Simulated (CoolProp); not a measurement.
Hexamethyldisiloxane (MM) along the isotherm 372.9 K: Z from the reference equation and from simpler models built on Tc = 518.7 K, pc = 1.931 MPa, ω = 0.418; each cubic takes its own stable root.

Model: reference Helmholtz-energy equation of state, Thol 2016, in CoolProp.

| p (MPa) | phase | reference |
|---|---|---|
| 0.181 | liquid | 0.01402 |
| 0.362 | liquid | 0.02802 |
| 0.543 | liquid | 0.04199 |
| 0.724 | liquid | 0.05595 |
| 0.905 | liquid | 0.06988 |
| 1.09 | liquid | 0.08409 |
| 1.27 | liquid | 0.09790 |
| 1.45 | liquid | 0.1117 |
| 1.63 | liquid | 0.1255 |
| 1.81 | liquid | 0.1392 |
| 1.99 | liquid | 0.1529 |
| 2.17 | liquid | 0.1666 |
| 2.35 | liquid | 0.1803 |
| 2.53 | liquid | 0.1940 |
| 2.72 | liquid | 0.2084 |
| 2.9 | liquid | 0.2220 |

Q: How far does each simpler model (Redlich-Kwong, Soave-Redlich-Kwong, Peng-Robinson) lie from the reference over these 16 states: mean and median of the absolute difference, and the worst?

A: 
- Redlich-Kwong: mean 413.5 %, median 13.3 %, worst +6417.1 % at 372.9 K and 0.181 MPa
- Soave-Redlich-Kwong: mean 6.6 %, median 6.6 %, worst +7.1 % at 372.9 K and 0.181 MPa
- Peng-Robinson: mean 5.7 %, median 5.7 %, worst -5.9 % at 372.9 K and 2.9 MPa

At some of these states Redlich-Kwong gives the other phase, because its saturation line lies elsewhere.
